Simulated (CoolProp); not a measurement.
Water along the isotherm 466.75 °C: Z from the reference equation and from simpler models built on Tc = 373.9 °C, pc = 22060 kPa, ω = 0.344; each cubic takes its own stable root.

Model: reference Helmholtz-energy equation of state, Wagner 2002, in CoolProp.

```csv
p (kPa),phase,reference
689,gas,0.9938
1380,gas,0.9875
2070,gas,0.9811
2760,gas,0.9747
3450,gas,0.9682
4140,gas,0.9616
4830,gas,0.9549
5520,gas,0.9482
6210,gas,0.9414
6890,gas,0.9346
7580,gas,0.9277
8270,gas,0.9206
8960,gas,0.9135
9650,gas,0.9063
10300,gas,0.8995
11000,gas,0.8920
```

Question: How far does each simpler model (van der Waals, Redlich-Kwong, Soave-Redlich-Kwong, Peng-Robinson) lie from the reference over these 16 states: mean and median of the absolute difference, and the worst?

Answer: 
- van der Waals: mean 0.5 %, median 0.4 %, worst -0.9 % at 466.75 °C and 11000 kPa
- Redlich-Kwong: mean 0.8 %, median 0.8 %, worst -1.5 % at 466.75 °C and 11000 kPa
- Soave-Redlich-Kwong: mean 0.1 %, median 0.1 %, worst -0.1 % at 466.75 °C and 5520 kPa
- Peng-Robinson: mean 1.0 %, median 1.0 %, worst -1.7 % at 466.75 °C and 11000 kPa
